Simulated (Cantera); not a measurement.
An adiabatic, constant-volume homogeneous reactor starts with 31.6 % H2, 14.4 % O2, 54.0 % N2, equivalence ratio 1.1, at 1023 K and 1000000 Pa.

Cantera simulation using GRI-Mech 3.0 (53 species, 325 reactions); the numbers are that mechanism's predictions, not measurements. The hydrogen kinetics of GRI-Mech 3.0 are dated; newer H2 mechanisms differ, most at raised pressure. Above 3000 K some thermodynamic fits are extrapolated.

x: mole fraction; the columns are a selection and need not sum to one.

| t (s) | T (K) | P (bar) | x H2 | x O2 | x H2O2 | x O | x HO2 | x H2O | x NO |
|---|---|---|---|---|---|---|---|---|---|
| 5.00e-6 | 1023 | 10.0 | 0.316 | 0.144 | 5.27e-11 | 7.93e-12 | 6.69e-9 | 6.60e-10 | <1e-12 |
| 1.14e-5 | 1023 | 10.0 | 0.316 | 0.144 | 2.79e-10 | 8.29e-12 | 1.55e-8 | 1.58e-9 | <1e-12 |
| 2.60e-5 | 1023 | 10.0 | 0.316 | 0.144 | 1.46e-9 | 9.15e-12 | 3.56e-8 | 3.88e-9 | <1e-12 |
| 5.95e-5 | 1023 | 10.0 | 0.316 | 0.144 | 7.61e-9 | 1.13e-11 | 8.28e-8 | 1.03e-8 | <1e-12 |
| 0.000136 | 1023 | 10.0 | 0.316 | 0.144 | 3.97e-8 | 1.71e-11 | 1.99e-7 | 3.38e-8 | <1e-12 |
| 0.000310 | 1023 | 10.0 | 0.316 | 0.144 | 2.16e-7 | 3.69e-11 | 5.39e-7 | 1.70e-7 | <1e-12 |
| 0.000707 | 1023 | 10.0 | 0.316 | 0.144 | ___ | 1.46e-10 | ___ | ___ | <1e-12 |
| 0.00161 | 1023 | 10.0 | 0.316 | 0.144 | 2.14e-5 | 1.33e-9 | 1.39e-5 | 3.24e-5 | <1e-12 |
| 0.00368 | 1040 | 10.2 | 0.314 | 0.143 | 0.000380 | 2.49e-8 | 7.11e-5 | 0.00147 | <1e-12 |
| 0.00841 | 3120 | 26.8 | 0.0553 | 0.00451 | 2.07e-6 | 0.00219 | 1.13e-5 | 0.289 | 0.00711 |
| 0.0192 | 3120 | 26.8 | 0.0553 | 0.00451 | 2.07e-6 | 0.00219 | 1.13e-5 | 0.289 | 0.00711 |
| 0.0438 | 3120 | 26.8 | 0.0553 | 0.00451 | 2.07e-6 | 0.00219 | 1.13e-5 | 0.289 | 0.00711 |
| 0.100 | 3120 | 26.8 | 0.0553 | 0.00451 | 2.07e-6 | 0.00219 | 1.13e-5 | 0.289 | 0.00711 |

### Question
Some entries are withheld; supply them.

### Answer

- 0.000707, x H2O2: 1.48e-6
- 0.000707, x HO2: 2.15e-6
- 0.000707, x H2O: 1.53e-6
